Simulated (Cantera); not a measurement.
A perfectly stirred reactor is fed with CH4 : O2 : N2 = 1 : 2.2 : 5.78 (molar parts), at 4.93 atm; it is adiabatic with a 500 K inlet, and is followed from long to short residence time, starting on the burning branch (τ in s: 0.12, 0.049, 0.02, 0.0084, 0.0035, 0.0014, 0.0006, 0.00025, 0.0001, 4.2e-05, 1.7e-05, 7.2e-06).

Computed with Cantera and GRI-Mech 3.0 (53 species, 325 reactions).

One state of this run: T (K) = 2486; x CH4 = 7.56e-5; x O2 = 0.0316; x NO = 0.000705; x CH3 = 4.39e-5; x H = 0.00195; x HO2 = 1.03e-5; x C2H6 = 6.90e-10. x: mole fraction; the columns are a selection and need not sum to one.

**Question.** Which value of τ (s) does it belong to?
A) 0.049
B) 1.7e-5
C) 0.12
D) 0.00025

**Answer.** D, 0.00025
